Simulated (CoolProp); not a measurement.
Computed with CoolProp (reference Helmholtz-energy equation of state, Thol 2022).

Question: For vinyl chloride, give the phase and the cp (kJ/(kg K)), expansivity (1/kK), fugacity coefficient at 134.6 K and 3.18 MPa; 227 K and 0.0241 MPa; 176.7 K and 0.323 MPa.

Answer: 
- 134.6 K and 3.18 MPa: liquid; cp 1.75, expansivity 1.73, fugacity coefficient 4.51e-7
- 227 K and 0.0241 MPa: liquid; cp 1.47, expansivity 1.70, fugacity coefficient 0.885
- 176.7 K and 0.323 MPa: liquid; cp 1.55, expansivity 1.65, fugacity coefficient 0.00148
